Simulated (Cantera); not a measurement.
Input: 1 mol MgO, 18 mol CO, held at 12.0 Pa.

Method: chemical equilibrium by Gibbs-energy minimisation in Cantera with the NASA 1993 tables (ideal gas, pure condensed phases). Candidate condensed phases: C, Mg, MgCO₃, MgO; 15 gas species. The numbers say what is thermodynamically allowed, not how fast it happens.

x: gas mole fraction; n: condensed amount in mol.

```json
[
 {"T (K)": "975", "x CO": "1.000", "x CO₂": "0.000115", "x Mg": "7.64e-11", "n C(graphite)": "0.00207", "n MgO(s)": "1.00"},
 {"T (K)": "1000", "x CO": "1.000", "x CO₂": "6.81e-5", "x Mg": "5.32e-10", "n C(graphite)": "0", "n MgO(s)": "1.00"},
 {"T (K)": "1025", "x CO": "1.000", "x CO₂": "4.13e-5", "x Mg": "3.37e-9", "n C(graphite)": "0", "n MgO(s)": "1.00"},
 {"T (K)": "1050", "x CO": "1.000", "x CO₂": "2.57e-5", "x Mg": "1.95e-8", "n C(graphite)": "0", "n MgO(s)": "1.00"},
 {"T (K)": "1075", "x CO": "1.000", "x CO₂": "___", "x Mg": "___", "n C(graphite)": "0", "n MgO(s)": "1.000"},
 {"T (K)": "1100", "x CO": "1.000", "x CO₂": "1.06e-5", "x Mg": "5.13e-7", "n C(graphite)": "0", "n MgO(s)": "1.000"},
 {"T (K)": "1125", "x CO": "1.000", "x CO₂": "7.02e-6", "x Mg": "2.35e-6", "n C(graphite)": "0", "n MgO(s)": "1.000"},
 {"T (K)": "1150", "x CO": "1.000", "x CO₂": "6.91e-6", "x Mg": "6.91e-6", "n C(graphite)": "0", "n MgO(s)": "1.000"},
 {"T (K)": "1175", "x CO": "1.000", "x CO₂": "1.15e-5", "x Mg": "1.15e-5", "n C(graphite)": "0", "n MgO(s)": "1.000"},
 {"T (K)": "1200", "x CO": "1.000", "x CO₂": "1.87e-5", "x Mg": "1.87e-5", "n C(graphite)": "0", "n MgO(s)": "1.000"},
 {"T (K)": "1225", "x CO": "1.000", "x CO₂": "2.99e-5", "x Mg": "2.99e-5", "n C(graphite)": "0", "n MgO(s)": "0.999"},
 {"T (K)": "1250", "x CO": "1.000", "x CO₂": "___", "x Mg": "___", "n C(graphite)": "0", "n MgO(s)": "0.999"},
 {"T (K)": "1275", "x CO": "1.000", "x CO₂": "7.19e-5", "x Mg": "7.19e-5", "n C(graphite)": "0", "n MgO(s)": "0.999"},
 {"T (K)": "1300", "x CO": "1.000", "x CO₂": "0.000109", "x Mg": "0.000109", "n C(graphite)": "0", "n MgO(s)": "0.998"}
]
```

Question: Fill in the missing entries.

Answer: 
- 1250, x CO₂: 4.67e-5
- 1250, x Mg: 4.67e-5
- 1075, x CO₂: 1.63e-5
- 1075, x Mg: 1.04e-7
